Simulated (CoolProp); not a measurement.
Vapour-liquid equilibrium of R22 (1) + R152A (2) at 2100 kPa; x and y are mole fractions of (1).

Model: multi-fluid Helmholtz-energy mixture model, Kamei 1995 and Outcalt 1996; pair parameters Bell 2016, in CoolProp.

```
x      bubble temperature, mixture model (K)  bubble temperature, Raoult's law (K)  y, mixture model  y, Raoult's law
-----  -------------------------------------  ------------------------------------  ----------------  ---------------
0.05                                   347.1                                 346.7             0.062            0.077
0.125                                  345.7                                 344.8             0.152            0.185
0.2                                    344.3                                 343.0        (withheld)            0.284
0.275                                  342.8                                 341.2             0.327            0.377
0.35                                   341.3                                 339.5             0.411            0.463
0.425                             (withheld)                                 337.8             0.493            0.542
0.5                                    338.2                                 336.2             0.572            0.617
0.575                                  336.5                                 334.6             0.647            0.686
0.65                                   334.8                                 333.1             0.720            0.750
0.725                                  333.1                                 331.6             0.788            0.810
0.8                                    331.3                                 330.2             0.852            0.867
0.875                             (withheld)                                 328.8        (withheld)            0.919
0.95                                   327.8                                 327.5             0.966            0.969
```

Question: Fill in the missing entries.

Answer: 
- 0.2, y, mixture model: 0.241
- 0.425, bubble temperature, mixture model (K): 339.8
- 0.875, bubble temperature, mixture model (K): 329.6
- 0.875, y, mixture model: 0.911

The largest gap from Raoult's law is +2.0 K in bubble temperature, at x = 0.5. No azeotrope shows between x = 0.05 and 0.95.

Pair parameters are fitted to limited data, so mixtures are less certain than the pure fluids.
